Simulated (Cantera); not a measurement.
## Moist CO burnout

An isothermal, constant-pressure homogeneous reactor starts with 2.60 % CO, 4.46 % O₂, 0.0158 % H₂O, 92.9 % N₂, equivalence ratio 0.29, at 1125 K and 2.40 bar.

Computed with Cantera and GRI-Mech 3.0 (53 species, 325 reactions).

```csv
t (s),x CO,x O₂,x H₂O,x O,x H₂,x NO,x HO₂
0.000200,0.0260,0.0446,0.000158,6.47e-9,<1e-12,<1e-12,4.13e-11
0.000659,0.0260,0.0446,0.000158,1.50e-8,<1e-12,<1e-12,4.02e-10
0.00217,0.0260,0.0446,0.000158,2.36e-8,2.78e-12,<1e-12,2.60e-9
0.00717,0.0260,0.0446,0.000158,4.02e-8,4.43e-11,<1e-12,1.38e-8
0.0236,0.0260,0.0446,0.000158,2.14e-7,2.06e-9,<1e-12,1.31e-7
0.0779,0.0254,0.0443,0.000156,2.34e-6,8.01e-7,1.89e-10,1.40e-6
0.257,0.0213,0.0423,0.000155,3.04e-6,2.11e-6,9.65e-9,1.75e-6
0.847,0.0111,0.0374,0.000157,2.72e-6,1.32e-6,1.16e-7,1.48e-6
2.79,0.00122,0.0326,0.000159,1.27e-6,1.60e-7,5.62e-7,6.05e-7
9.20,6.26e-6,0.0320,0.000160,3.58e-8,3.86e-10,8.30e-7,1.82e-8
30.3,2.63e-9,0.0320,0.000160,1.83e-9,3.95e-12,1.01e-6,2.31e-10
100,2.55e-10,0.0320,0.000160,5.37e-10,1.40e-12,1.03e-6,6.70e-11
```
x: mole fraction; the columns are a selection and need not sum to one.

Equilibrium at this temperature and pressure: CO 2.54e-10, O₂ 0.0320, H₂O 0.000160, O 5.36e-10, H₂ 1.40e-12, NO 4.55e-5, HO₂ 6.69e-11 (gas phase only).
